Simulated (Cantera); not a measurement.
Input (Python, Cantera) and output of one run.

```python
import numpy as np
import cantera as ct

gas_names = [...]  # 136 gases of nasa_gas.yaml made of C, H, N, O
cond_names = """
    C(gr) C6H6(L) C7H8(L) C8H18(L),n-octa H2O(s) H2O(L)
""".split()


# ... load() reads the species with a 1 bar reference pressure and builds the phases ...
atoms = {
    'acetone': {'C': 3, 'H': 6, 'O': 1},
    'NH3': {'N': 1, 'H': 3},
    'H2': {'H': 2},
}
top_T = {'C(gr)': 4500}  # K; cautious upper limits of use, not melting points


# ... equilibrate(T, P, feed) seeds the gas with the atoms and calls Mixture.equilibrate('TP', solver="vcs", rtol=1e-11, max_steps=5000) ...
results = []
feed = {'acetone': 1, 'NH3': 0.73, 'H2': 11}  # mol
P = 6600  # Pa
for T in [1148, 1198, 1248, 1298, 1348, 1398, 1448, 1498, 1548, 1598, 1648, 1698, 1748, 1798]:
    mix = equilibrate(T, P, feed)
    results.append((T, P, feed, dict(zip(mix.species_names, mix.species_moles))))

top = {s: max(r[3][s] / sum(r[3][g] for g in gas_names) for r in results) for s in gas_names}
cols = sorted((s for s in top if top[s] > 1e-05), key=lambda s: -top[s])[:5]
seen = [c for c in cond_names if any(r[3].get(c, 0) > 1e-12 for r in results)]
print("log10 of partial pressures in bar; condensed amounts in mol")
print(f"{'T/K':>10s}" + "".join(f"{s[:9]:>10s}" for s in cols + seen))
for T, P, feed, n in results:
    ng = sum(n[g] for g in gas_names)
    print(f"{T:10.4g}" + "".join(f"{np.log10(max(n[s] / ng * P / 1e5, 1e-99)):10.3f}" for s in cols)
          + "".join(f"{n.get(c, 0):10.4g}" for c in seen))
```

Output:

```
log10 of partial pressures in bar; condensed amounts in mol
       T/K        H2        CO        N2       CH4         H     C(gr)
      1148    -1.219    -2.398    -2.834    -4.061    -7.754     1.981
      1198    -1.219    -2.397    -2.834    -4.232    -7.330     1.987
      1248    -1.218    -2.397    -2.834    -4.390    -6.940     1.991
      1298    -1.218    -2.397    -2.835    -4.535    -6.579     1.993
      1348    -1.218    -2.397    -2.835    -4.670    -6.245     1.994
      1398    -1.218    -2.397    -2.835    -4.796    -5.934     1.995
      1448    -1.218    -2.397    -2.836    -4.913    -5.644     1.995
      1498    -1.218    -2.397    -2.836    -5.022    -5.374     1.995
      1548    -1.218    -2.397    -2.837    -5.124    -5.121     1.994
      1598    -1.218    -2.397    -2.837    -5.220    -4.883     1.993
      1648    -1.218    -2.397    -2.839    -5.310    -4.660     1.991
      1698    -1.218    -2.397    -2.840    -5.394    -4.449     1.988
      1748    -1.219    -2.397    -2.842    -5.474    -4.250     1.984
      1798    -1.219    -2.397    -2.844    -5.549    -4.063     1.979
```

Equilibrium computed with Cantera from the NASA thermochemical tables; the gas is ideal and each condensed phase is pure. The feed counts by its element totals alone.
